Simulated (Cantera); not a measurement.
Feed: 1 mol TiC, 0.071 mol H2, equilibrated at 1827 °C and 13.3 mbar.

Equilibrium computed with Cantera from the NASA thermochemical tables; the gas is ideal and each condensed phase is pure. Candidate condensed phases: C, C6H6, C7H8, C8H18, Ti, TiC; 77 gas species. TiC: taken at fixed stoichiometry. The numbers say what is thermodynamically allowed, not how fast it happens.

Base state: H2 0.973, H 0.0266 (mole fractions); condensed: TiC(s).

### Question
What changes in the equilibrium state with this change: temperature from 1827 °C to 1777 °C?

### Answer
```csv
species,before,after
H2,0.973,0.981
H,0.0266,0.0195
"TiC(s), mol",1.000,1.00
```

### Question
What changes in the equilibrium state with this change: temperature from 1827 °C to 2677 °C?

### Answer
```csv
species,before,after
H,0.0266,0.653
H2,0.973,0.311
Ti,7.27e-6,0.0241
C3,<1e-9,0.00246
C,<1e-9,0.00132
"TiC(s), mol",1.000,0.997
```
